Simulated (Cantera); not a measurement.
## Equilibrium for silicon carbide growth: CH3SiCl3 + H2

Feed: 1 mol CH3SiCl3, 25 mol H2, equilibrated at 6000 Pa.

These are equilibrium values from Cantera (NASA tables, ideal gas, pure condensed phases), not measurements of a reactor. Candidate condensed phases: C, C6H6, C7H8, C8H18, Si, SiC; 109 gas species. The feed counts by its element totals alone. The tables' values for SiCl3, SiCl are old estimates; treat these amounts as uncertain. Kinetics and transport are ignored.

```csv
T (°C),log p H2,log p HCl,log p H,log p SiCl2,log p CH4,log p SiCl4,log p C2H2 (acetylene),n SiC(s),n C(graphite)
850,-1.27,-2.21,-8.01,-5.78,-4.11,-4.20,-9.00,0.964,0
1000,-1.27,-2.20,-6.78,-5.15,-4.72,-5.16,-8.00,0.991,0
1150,-1.27,-2.19,-5.81,-4.91,-4.96,-6.19,-6.74,0.993,0.00160
1300,-1.27,-2.20,-5.03,-4.61,-5.28,-6.91,-5.96,0.988,0.00860
1450,-1.27,-2.20,-4.37,-4.36,-5.54,-7.50,-5.31,0.979,0.0147
1600,-1.27,-2.20,-3.83,-4.17,-5.76,-8.01,-4.78,0.967,0.0162
1750,-1.27,-2.21,-3.36,-4.00,-5.95,-8.45,-4.32,0.950,0.00466
```
log p: log10 of the partial pressure in bar; n: condensed amount in mol.

From 850 °C to 1000 °C the condensed part is SiC(s). From 1150 °C to 1750 °C the condensed part is C(graphite) + SiC(s). The main Si-bearing gas is SiCl4 at 850 °C and SiCl2 at 1750 °C. The share of Si in condensed phases is highest at 1150 °C (99.3 %) and lowest at 1750 °C (95.0 %).
